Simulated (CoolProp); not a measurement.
C2F6 (R116) along the isotherm 187.5 K: fugacity coefficient from the reference equation and from simpler models built on Tc = 293.0 K, pc = 3.048 MPa, ω = 0.257; each cubic takes its own stable root.

The numbers come from the reference Helmholtz-energy equation of state, Lemmon 2006 in CoolProp. It is a short technical equation, of lower accuracy than the large ones.

```tsv
p (MPa)	phase	reference	van der Waals	Redlich-Kwong	Soave-Redlich-Kwong	Peng-Robinson
0.952	liquid	0.07062	0.3755	0.1252	0.07053	0.07069
1.9	liquid	0.03724	0.2039	0.06626	0.03727	0.03713
2.86	liquid	0.02605	0.1468	0.04653	0.02613	0.02587
3.81	liquid	0.02057	0.1193	0.03689	0.02068	0.02035
4.76	liquid	0.01733	0.1033	0.03118	0.01745	0.01707
5.71	liquid	0.01520	0.09309	0.02744	0.01534	0.01491
6.67	liquid	0.01369	0.08619	0.02481	0.01384	0.01338
7.62	liquid	0.01260	0.08150	0.02291	0.01277	0.01227
8.57	liquid	0.01179	0.07825	0.02150	0.01196	0.01143
9.52	liquid	0.01116	0.07603	0.02041	0.01135	0.01078
10.5	liquid	0.01065	0.07456	0.01955	0.01085	0.01025
11.4	liquid	0.01029	0.07378	0.01894	0.01050	0.009863
12.4	liquid	0.009971	0.07343	0.01841	0.01019	0.009518
13.3	liquid	0.009746	0.07350	0.01804	0.009981	0.009268
14.3	liquid	0.009552	0.07396	0.01774	0.009800	0.009046
15.2	liquid	0.009420	0.07468	0.01754	0.009680	0.008888
```
